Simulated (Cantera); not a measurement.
Input: 1 mol SiH₂Cl₂, 0.013 mol Cl₂, 12 mol N₂, equilibrated at 1675 K and 0.430 bar.

Cantera equilibrium calculation (NASA polynomials, part measured and part estimated; ideal gas, pure solids and liquids). Candidate condensed phases: NH₄Cl, Si, Si₃N₄; 28 gas species. The tables' values for SiCl₃ are old estimates; treat these amounts as uncertain. Kinetics and transport are ignored.

Base state: N₂ 0.857, HCl 0.0865, H₂ 0.0307, SiCl₂ 0.0174, SiCl₃ 0.00515, SiCl₄ 0.00316, SiHCl₃ 0.000202, Cl 6.82e-5 (mole fractions); condensed: Si₃N₄(s).

**Question.** What changes in the equilibrium state with this change: temperature from 1675 K to 800 K?

**Answer.** 
| species | before | after |
|---|---|---|
| N₂ | 0.857 | 0.867 |
| HCl | 0.0865 | 0.0774 |
| H₂ | 0.0307 | 0.0367 |
| SiCl₂ | 0.0174 | <1e-9 |
| SiCl₄ | 0.00316 | 0.0188 |
| SiCl₃ | 0.00515 | 4.44e-8 |
| Cl | 6.82e-5 | <1e-9 |
| Si₃N₄(s), mol | 0.217 | 0.250 |
N₂ is the only nitrogen source here; it is nearly inert below about 1500 K, so the nitride shown seldom forms there in practice.

**Question.** What changes in the equilibrium state with this change: temperature from 1675 K to 850 K?

**Answer.** 
```json
[
 {"species": "N₂", "before": "0.857", "after": "0.866"},
 {"species": "HCl", "before": "0.0865", "after": "0.0808"},
 {"species": "H₂", "before": "0.0307", "after": "0.0350"},
 {"species": "SiCl₂", "before": "0.0174", "after": "<1e-9"},
 {"species": "SiCl₄", "before": "0.00316", "after": "0.0180"},
 {"species": "Cl", "before": "6.82e-5", "after": "<1e-9"},
 {"species": "H", "before": "3.10e-5", "after": "<1e-9"},
 {"species": "SiCl₃", "before": "0.00515", "after": "1.88e-7"},
 {"species": "Si₃N₄(s), mol", "before": "0.217", "after": "0.254"}
]
```
N₂ is the only nitrogen source here; it is nearly inert below about 1500 K, so the nitride shown seldom forms there in practice.
